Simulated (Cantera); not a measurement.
Input: 1 mol V, 0.64 mol NH3, 140 mol H2, at 2625 K and 3.90 Pa.

Cantera equilibrium calculation (NASA polynomials, part measured and part estimated; ideal gas, pure solids and liquids). Candidate condensed phases: V, VN; 11 gas species. Equilibrium is a limit: real reactors are often held back by kinetics, nucleation or transport.

Base state: H 0.975, H2 0.0206, V 0.00360, N2 0.00115 (mole fractions); condensed: gas only.

What changes in the equilibrium state with this change: temperature from 2625 K to 2125 K?


```tsv
species	before	after
H2	0.0206	0.558
H	0.975	0.434
V	0.00360	0.00550
N2	0.00115	0.00176
```
